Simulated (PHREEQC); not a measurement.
Dissolve 0.033 mol/kgw HF, 0.00061 mol/kgw H2SiF6, 0.2 mol/kgw H3PO4 and 0.00024 mol/kgw H2SO4 at 20 °C. Closed to the air; pH follows from the charge balance.

The numbers come from PHREEQC with the ion-association model, phreeqc.dat.

Q: The ionic strength comes out as 0.0422 mol/kgw. What activity coefficients do HF2-, SiF6-2, H2PO4-, SO4-2, F- get?

A: HF2- 0.83, SiF6-2 0.49, H2PO4- 0.84, SO4-2 0.49, F- 0.82.

This is a speciation only: nothing precipitates in the calculation. Complexes and solids missing from the database can't appear. SiF6-2 is the database's only silicon fluoride.
